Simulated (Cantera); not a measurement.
Input: 1 mol CO2, 0.025 mol SO2, 1.4 mol H2, equilibrated at 0.100 bar.

Cantera equilibrium calculation (NASA polynomials, part measured and part estimated; ideal gas, pure solids and liquids). Candidate condensed phases: C, C6H6, C7H8, C8H18, H2O, H2SO4, S; 123 gas species. Rates play no part. All values below are at 3023 K.

Base state: CO 0.291, H 0.219, H2 0.167, H2O 0.146, OH 0.0647, O 0.0518, CO2 0.0341, O2 0.0179 (mole fractions); condensed: gas only.

### Question
What changes in the equilibrium state with this change: H2 from 1.4 to 0.21 mol?

### Answer
```json
[
 {"species": "CO", "before": "0.291", "after": "0.437"},
 {"species": "O", "before": "0.0518", "after": "0.129"},
 {"species": "CO2", "before": "0.0341", "after": "0.128"},
 {"species": "H2", "before": "0.167", "after": "0.0178"},
 {"species": "H", "before": "0.219", "after": "0.0714"},
 {"species": "O2", "before": "0.0179", "after": "0.111"},
 {"species": "H2O", "before": "0.146", "after": "0.0388"},
 {"species": "OH", "before": "0.0647", "after": "0.0526"},
 {"species": "SH", "before": "0.000207", "after": "3.51e-5"},
 {"species": "SO2", "before": "0.00250", "after": "0.00811"}
]
```

### Question
What changes in the equilibrium state with this change: SO2 from 0.025 to 0.089 mol?

### Answer
```tsv
species	before	after
CO	0.291	0.281
H	0.219	0.213
H2	0.167	0.158
SO	0.00405	0.0139
O2	0.0179	0.0199
O	0.0518	0.0546
OH	0.0647	0.0662
CO2	0.0341	0.0348
H2O	0.146	0.145
S2	2.53e-6	2.69e-5
SO2	0.00250	0.00905
S	0.00136	0.00444
SH	0.000207	0.000655
H2S	7.90e-6	2.43e-5
```

### Question
What changes in the equilibrium state with this change: SO2 from 0.025 to 0.052 mol?

### Answer
```tsv
species	before	after
CO	0.291	0.287
H	0.219	0.216
H2	0.167	0.163
SO	0.00405	0.00829
O2	0.0179	0.0187
O	0.0518	0.0530
OH	0.0647	0.0653
CO2	0.0341	0.0344
H2O	0.146	0.146
S2	2.53e-6	1.02e-5
SO2	0.00250	0.00524
S	0.00136	0.00272
SH	0.000207	0.000409
```
